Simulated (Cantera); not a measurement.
## Equilibrium for hydrogen reduction and annealing atmospheres: V2O3 + H2

Feed: 1 mol V2O3, 420 mol H2, equilibrated at 0.000350 bar.

Equilibrium computed with Cantera from the NASA thermochemical tables; the gas is ideal and each condensed phase is pure. Candidate condensed phases: H2O, V, VO, V2O3, V2O4, V2O5; 12 gas species. VO: taken at fixed stoichiometry. The numbers say what is thermodynamically allowed, not how fast it happens.

```json
[
 {"T (K)": "1650", "log p H2": "-3.46", "log p H": "-5.77", "log p VO": "-8.60", "log p H2O": "-6.08", "log p VO2": "-8.27", "log p V": "-10.18", "log p OH": "-9.74", "log p O": "-12.14", "n VO(s)": "1.99"},
 {"T (K)": "1725", "log p H2": "-3.46", "log p H": "-5.46", "log p VO": "-7.88", "log p H2O": "-6.09", "log p VO2": "-7.70", "log p V": "-9.25", "log p OH": "-9.35", "log p O": "-11.45", "n VO(s)": "1.96"},
 {"T (K)": "1800", "log p H2": "-3.47", "log p H": "-5.18", "log p VO": "-7.22", "log p H2O": "-6.12", "log p VO2": "-7.19", "log p V": "-8.39", "log p OH": "-9.01", "log p O": "-10.84", "n VO(s)": "1.84"},
 {"T (K)": "1875", "log p H2": "-3.47", "log p H": "-4.92", "log p VO": "-6.61", "log p H2O": "-6.17", "log p VO2": "-6.76", "log p V": "-7.56", "log p OH": "-8.73", "log p O": "-10.30", "n VO(s)": "1.46"},
 {"T (K)": "1950", "log p H2": "-3.49", "log p H": "-4.68", "log p VO": "-6.06", "log p H2O": "-6.25", "log p VO2": "-6.39", "log p V": "-6.78", "log p OH": "-8.49", "log p O": "-9.82", "n VO(s)": "0.199"},
 {"T (K)": "2025", "log p H2": "-3.50", "log p H": "-4.47", "log p VO": "-6.02", "log p H2O": "-6.22", "log p VO2": "-6.40", "log p V": "-6.65", "log p OH": "-8.16", "log p O": "-9.27", "n VO(s)": "0"},
 {"T (K)": "2100", "log p H2": "-3.53", "log p H": "-4.27", "log p VO": "-6.03", "log p H2O": "-6.18", "log p VO2": "-6.45", "log p V": "-6.59", "log p OH": "-7.85", "log p O": "-8.74", "n VO(s)": "0"}
]
```
log p: log10 of the partial pressure in bar; n: condensed amount in mol.

From 1650 K to 1950 K the condensed part is VO(s). From 2025 K to 2100 K nothing is condensed. The main V-bearing gas is VO2 at 1650 K and VO at 2100 K.
